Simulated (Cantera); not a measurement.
## Silicon etching in halogen gases: Si + HCl

Charge: 1 mol Si, a varied amount of HCl, equilibrated at 948 K and 0.120 bar.

Cantera equilibrium calculation (NASA polynomials, part measured and part estimated; ideal gas, pure solids and liquids). Candidate condensed phases: Si; 19 gas species. The tables' values for SiCl3 are old estimates; treat these amounts as uncertain. Kinetics and transport are ignored.

From 1.4 mol HCl to 3.5 mol HCl the condensed part is Si(s). From 5.6 mol HCl to 23 mol HCl nothing is condensed. The main Si-bearing gas is SiCl4 throughout.

| n(HCl) (mol) | x HCl | x H2 | x SiCl4 | x SiHCl3 | x SiCl3 | n Si(s) |
|---|---|---|---|---|---|---|
| 1.4 | 0.0134 | 0.636 | 0.286 | 0.0612 | 0.00190 | 0.636 |
| 2.2 | 0.0134 | 0.636 | 0.286 | 0.0612 | 0.00190 | 0.428 |
| 3.5 | 0.0134 | 0.636 | 0.286 | 0.0612 | 0.00190 | 0.0905 |
| 5.6 | 0.349 | 0.434 | 0.216 | 0.00121 | 4.55e-5 | 0 |
| 8.9 | 0.620 | 0.253 | 0.126 | 0.000232 | 1.14e-5 | 0 |
| 14 | 0.769 | 0.154 | 0.0768 | 6.92e-5 | 4.37e-6 | 0 |
| 23 | 0.864 | 0.0909 | 0.0454 | 2.15e-5 | 1.77e-6 | 0 |
x: gas mole fraction; n: condensed amount in mol.
